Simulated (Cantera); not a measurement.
An isothermal, constant-pressure homogeneous reactor starts with 50.8 % CH4, 49.2 % H2O, at 1625 K and 12.8 atm.

Cantera simulation using GRI-Mech 3.0 (53 species, 325 reactions); the numbers are that mechanism's predictions, not measurements. The pressure lies above the range GRI-Mech 3.0 was tuned for (to about 10 atm).

One state of this run: x CH4 = 0.146; x H2O = 0.172; x C2H2 = 0.0156; x CO = 0.130; x O = 3.49e-12; x CH3 = 8.18e-5. x: mole fraction; the columns are a selection and need not sum to one.

**Question.** Which value of t (s) does it belong to?
A. 13.1
B. 0.000239
C. 51.1
D. 0.855

**Answer.** D, 0.855
